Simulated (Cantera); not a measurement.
**Thermodynamics of nitride etching, feed BN + H2O + N2**

Input: 1 mol BN, 3.6 mol H2O, a varied amount of N2, at 1473 K and 0.133 bar.

Cantera equilibrium calculation (NASA polynomials, part measured and part estimated; ideal gas, pure solids and liquids). Candidate condensed phases: B, BN, B2O3, B3O3H3, H2O; 39 gas species. Gases not in the tables: H3BO3. Kinetics and transport are ignored.

From 10 mol N2 to 89 mol N2 the condensed part is B2O3(l). The share of B in condensed phases is highest at 10 mol N2 (71.8 %) and lowest at 89 mol N2 (31.3 %).

| n(N2) (mol) | x N2 | x H2O | x H2 | x HBO2 | n B2O3(l) |
|---|---|---|---|---|---|
| 10 | 0.737 | 0.138 | 0.105 | 0.0193 | 0.359 |
| 21 | 0.850 | 0.0758 | 0.0593 | 0.0143 | 0.315 |
| 33 | 0.898 | 0.0504 | 0.0402 | 0.0117 | 0.277 |
| 44 | 0.920 | 0.0383 | 0.0310 | 0.0102 | 0.248 |
| 55 | 0.935 | 0.0308 | 0.0253 | 0.00913 | 0.222 |
| 67 | 0.945 | 0.0253 | 0.0210 | 0.00827 | 0.197 |
| 78 | 0.952 | 0.0216 | 0.0182 | 0.00766 | 0.176 |
| 89 | 0.958 | 0.0189 | 0.0160 | 0.00715 | 0.156 |
x: gas mole fraction; n: condensed amount in mol.
